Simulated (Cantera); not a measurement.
Cantera run:

```python
import numpy as np
import cantera as ct

gas_names = """
    O2 CL2
""".split()
cond_names = """
    Li(L) LiCL(s) Li2O(s)
""".split()


def load(file, names, dense=False):
    # The tables refer to 1 bar. Condensed volumes are neglected.
    table = {s.name: s for s in ct.Species.list_from_file(file)}
    out = []
    for n in names:
        d = dict(table[n].input_data)
        d["thermo"] = dict(d["thermo"], **{"reference-pressure": 1e5})
        if dense:
            d["equation-of-state"] = {"model": "constant-volume", "density": "1e6 g/cm^3"}
        out.append(ct.Species.from_dict(d))
    return out


species = {s.name: s for s in load("nasa_gas.yaml", gas_names) + load("nasa_condensed.yaml", cond_names)}
T = 825
g = {n: (s.thermo.h(T) - T * s.thermo.s(T)) / (ct.gas_constant * T * np.log(10)) for n, s in species.items()}
valid = cond_names  # the entries whose range holds T


def stable(la, lb):
    # potentials (over RT ln 10) of the two non-metals from log10 p(O2) and log10 p(CL2) in bar
    mu = {}
    mu["O"] = (g["O2"] + la) / 2
    mu["Cl"] = (g["CL2"] + lb) / 2
    cost = {}
    for n in valid:
        c = species[n].composition
        cost[n] = (g[n] - sum(c.get(e, 0) * m for e, m in mu.items())) / c["Li"]
    return min(cost, key=cost.get)


results = []
for lb in [1, -1.3, -3.5, -5.8, -8.1, -10.4, -12.6, -14.9, -17.2, -19.5, -21.7, -24]:
    row = [stable(la, lb) for la in [-37, -35.4, -33.8, -32.2, -30.6, -29, -27.3, -25.7, -24.1, -22.5, -20.9, -19.3, -17.7, -16.1, -14.5, -12.9, -11.3, -9.7, -8, -6.4, -4.8, -3.2, -1.6, 0]]
    results.append(row)
    print(f"{lb:6.1f}  " + " ".join(f"{valid.index(n):x}" for n in row))
print("key: " + ", ".join(f"{i:x} {n}" for i, n in enumerate(valid)))
```

Result:

```
   1.0  1 1 1 1 1 1 1 1 1 1 1 1 1 1 1 1 1 1 1 1 1 1 1 1
  -1.3  1 1 1 1 1 1 1 1 1 1 1 1 1 1 1 1 1 1 1 1 1 1 1 1
  -3.5  1 1 1 1 1 1 1 1 1 1 1 1 1 1 1 1 1 1 1 1 1 1 1 1
  -5.8  1 1 1 1 1 1 1 1 1 1 1 1 1 1 1 1 1 1 1 1 1 1 1 1
  -8.1  1 1 1 1 1 1 1 1 1 1 1 1 1 1 1 1 1 1 1 1 1 1 1 1
 -10.4  1 1 1 1 1 1 1 1 1 1 1 1 1 1 1 1 1 1 1 1 1 1 1 1
 -12.6  1 1 1 1 1 1 1 1 1 1 1 1 1 1 1 1 1 1 1 1 1 1 1 2
 -14.9  1 1 1 1 1 1 1 1 1 1 1 1 1 1 1 1 1 1 1 1 2 2 2 2
 -17.2  1 1 1 1 1 1 1 1 1 1 1 1 1 1 1 1 1 2 2 2 2 2 2 2
 -19.5  1 1 1 1 1 1 1 1 1 1 1 1 1 1 2 2 2 2 2 2 2 2 2 2
 -21.7  1 1 1 1 1 1 1 1 1 1 1 1 2 2 2 2 2 2 2 2 2 2 2 2
 -24.0  1 1 1 1 1 1 1 1 1 2 2 2 2 2 2 2 2 2 2 2 2 2 2 2
key: 0 Li(L), 1 LiCL(s), 2 Li2O(s)
```

Source: NASA polynomial tables (part measured, part estimated), evaluated in Cantera. Not in the tables: the peroxide.
